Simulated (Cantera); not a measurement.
Input: 1 mol Si, 1.9 mol Cl₂, 4.9 mol H₂, at 0.770 bar.

Cantera equilibrium calculation (NASA polynomials, part measured and part estimated; ideal gas, pure solids and liquids). Candidate condensed phases: Si; 19 gas species. Kinetics and transport are ignored.

Task: Which condensed phases are stable at each of these points (T (K)): 775, 825, 875, 925, 975, 1025, 1075, 1125, 1175, 1225, 1275?

Result: 
| T (K) | condensed phases | Si condensed (%) |
|---|---|---|
| 775 | gas only | 0.0 |
| 825 | gas only | 0.0 |
| 875 | gas only | 0.0 |
| 925 | gas only | 0.0 |
| 975 | gas only | 0.0 |
| 1025 | gas only | 0.0 |
| 1075 | gas only | 0.0 |
| 1125 | gas only | 0.0 |
| 1175 | Si(s) | 0.6 |
| 1225 | Si(s) | 1.2 |
| 1275 | Si(s) | 1.3 |

From 775 K to 1125 K nothing is condensed. From 1175 K to 1275 K the condensed part is Si(s).
